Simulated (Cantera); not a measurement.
An adiabatic, constant-pressure homogeneous reactor starts with H2 : O2 : N2 = 1 : 0.227 : 0.855 (molar parts), equivalence ratio 2.2, at 1625 K and 1280 Torr.

Cantera simulation using GRI-Mech 3.0 (53 species, 325 reactions); the numbers are that mechanism's predictions, not measurements.

One state of this run: T (K) = 2842; x H2 = 0.275; x O2 = 0.000266; x NO = 0.00105; x O = 0.000804; x H2O = 0.227; x OH = 0.00923. x: mole fraction; the columns are a selection and need not sum to one.

### Question
Which value of t (s) does it belong to?
A) 6.06e-5
B) 1.91e-5
C) 0.198
D) 6.00e-6

### Answer
C, 0.198
